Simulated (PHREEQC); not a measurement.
A solution holds 3.1 mmol/kgw CuCl2 and 15 mmol/kgw KCl, at 20 °C. Closed to the air; pH follows from the charge balance.

All values are PHREEQC results (ion-association model, wateq4f.dat), not measurements.

| quantity | before | after |
|---|---|---|
| pH | 5.12 | 5.08 |
| ionic strength (mol/kgw) | 0.0241 | 0.0107 |
| CuCl+ (mol/kgw) | 7.66e-5 | 3.29e-5 |
| CuOH+ (mol/kgw) | 2.62e-6 | 2.77e-6 |
| Cu2(OH)2+2 (mol/kgw) | 2.43e-6 | 2.50e-6 |
| Cu(OH)2 (mol/kgw) | 6.10e-7 | 6.31e-7 |
| SI of Tenorite (CuO) | -0.34 | -0.33 |
| SI of Atacamite (Cu2(OH)3Cl) | +0.51 | +0.14 |

Problem. What was changed between the two runs?
A) KCl from 0.015 to 0.0015 mol/kgw
B) 0.004 mol/kgw NaOH added
C) temperature from 20 to 15 °C
D) KCl from 0.015 to 0.0075 mol/kgw

Solution. A, KCl from 0.015 to 0.0015 mol/kgw

No solid was allowed to form. Some of these states are supersaturated (in Atacamite, for instance).
